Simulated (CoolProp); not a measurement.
Model: reference Helmholtz-energy equation of state, Gedanitz 2015, in CoolProp.

Question: For cyclopentane, give the phase and the speed of sound (m/s), viscosity (µPa s), fugacity coefficient at 189.7 K and 0.663 MPa; 372.9 K and 0.813 MPa; 341.7 K and 6.47 MPa.

Answer: 
- 189.7 K and 0.663 MPa: liquid; speed of sound 1810, viscosity 1060, fugacity coefficient 4.60e-5
- 372.9 K and 0.813 MPa: liquid; speed of sound 840, viscosity 168, fugacity coefficient 0.471
- 341.7 K and 6.47 MPa: liquid; speed of sound 1040, viscosity 227, fugacity coefficient 0.0336

Viscosity comes from a separate model (Chung 1988), a generic estimate that can be far off for the liquid and wasn't checked against measurements.
